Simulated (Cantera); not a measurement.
An adiabatic, constant-pressure homogeneous reactor starts with CH4 : C2H6 : C3H8 : O2 : N2 : CO2 = 1 : 0.08 : 0.097 : 1.2 : 4.69 : 0.98 (molar parts), at 1250 K and 1.01 bar. Integrator tolerance rtol = 1e-08.

Detailed kinetics in Cantera: GRI-Mech 3.0 (53 species, 325 reactions).

What does this change do: constant volume in place of constant pressure?


```tsv
quantity	before	after
time of steepest temperature rise	4.82 ms	4.32 ms
temperature at 0.600 s	1986 K	2226 K
equilibrium temperature	1986 K	2226 K
x(CH4) at 0.600 s	1.25e-10 (gas-phase equilibrium 1.39e-10)	1.23e-10 (gas-phase equilibrium 1.38e-10)
x(C2H6) at 0.600 s	<1e-12 (gas-phase equilibrium <1e-12)	<1e-12 (gas-phase equilibrium <1e-12)
x(C3H8) at 0.600 s	<1e-12 (gas-phase equilibrium <1e-12)	<1e-12 (gas-phase equilibrium <1e-12)
x(O2) at 0.600 s	9.43e-8 (gas-phase equilibrium 9.45e-8)	1.34e-6 (gas-phase equilibrium 1.34e-6)
x(CH3) at 0.600 s	1.04e-11 (gas-phase equilibrium 1.16e-11)	3.01e-11 (gas-phase equilibrium 3.37e-11)
```

What does this change do: CH4 1 to 0.36 parts?


| quantity | before | after |
|---|---|---|
| time of steepest temperature rise | 4.82 ms | 1.95 ms |
| temperature at 0.600 s | 1986 K | 2464 K |
| equilibrium temperature | 1986 K | 2464 K |
| x(CH4) at 0.600 s | 1.25e-10 (gas-phase equilibrium 1.39e-10) | <1e-12 (gas-phase equilibrium <1e-12) |
| x(C2H6) at 0.600 s | <1e-12 (gas-phase equilibrium <1e-12) | <1e-12 (gas-phase equilibrium <1e-12) |
| x(C3H8) at 0.600 s | <1e-12 (gas-phase equilibrium <1e-12) | <1e-12 (gas-phase equilibrium <1e-12) |
| x(O2) at 0.600 s | 9.43e-8 (gas-phase equilibrium 9.45e-8) | 0.00402 (gas-phase equilibrium 0.00402) |
| x(CH3) at 0.600 s | 1.04e-11 (gas-phase equilibrium 1.16e-11) | <1e-12 (gas-phase equilibrium <1e-12) |
